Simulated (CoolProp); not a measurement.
Saturation properties of chlorine (Tc = 416.9 K, pc = 76.42 bar, ω = 0.070).

Model: reference Helmholtz-energy equation of state, Thol 2021, in CoolProp.

```tsv
T (K)	p (bar)	liquid density (kg/m³)	enthalpy of vaporisation (kJ/kg)	liquid cp (kJ/(kg K))
271.2	3.451	1473	267.4	0.9596
276.3	4.077	1459	263.9	0.9645
281.4	4.783	1444	260.4	0.9700
286.4	5.562	1429	256.8	0.9760
291.5	6.449	1413	253.0	0.9828
296.6	7.436	(withheld)	249.1	0.9903
301.7	8.531	1382	245.1	0.9986
306.8	9.740	(withheld)	240.9	1.008
311.8	11.04	1349	236.7	1.018
316.9	12.49	1332	232.2	1.029
322	14.08	1315	227.5	1.041
327.1	15.81	1298	(withheld)	1.055
332.1	17.64	1280	217.7	1.070
337.2	19.66	1261	(withheld)	1.087
342.3	21.84	1242	207.0	1.106
```

Complete the blanks.


- 296.6, liquid density (kg/m³): 1398
- 306.8, liquid density (kg/m³): 1365
- 327.1, enthalpy of vaporisation (kJ/kg): 222.7
- 337.2, enthalpy of vaporisation (kJ/kg): 212.5

It boils at 239.2 K under 1 atm.
